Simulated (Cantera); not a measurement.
**Thermodynamics of aluminium nitride and oxide growth, feed Al + N2 + H2**

A closed system holds: 1 mol Al, 60 mol N2, 820 mol H2, held at 0.00790 bar.

Cantera equilibrium calculation (NASA polynomials, part measured and part estimated; ideal gas, pure solids and liquids). Candidate condensed phases: Al, AlN; 13 gas species. Rates play no part.

```tsv
T (K)	log p H2	log p N2	log p H	log p Al	n AlN(s)
600	-2.13	-3.27	<-14	<-14	1.00
800	-2.13	-3.27	-12.60	<-14	1.00
1000	-2.13	-3.27	-9.71	<-14	1.00
1200	-2.13	-3.27	-7.77	<-14	1.00
1400	-2.13	-3.27	-6.38	-10.16	1.000
1600	-2.13	-3.27	-5.33	-7.19	0.992
1800	-2.14	-3.27	-4.51	-5.06	0
2000	-2.14	-3.27	-3.86	-5.06	0
2200	-2.16	-3.28	-3.33	-5.07	0
```
log p: log10 of the partial pressure in bar; n: condensed amount in mol.

From 600 K to 1600 K the condensed part is AlN(s). From 1800 K to 2200 K nothing is condensed.
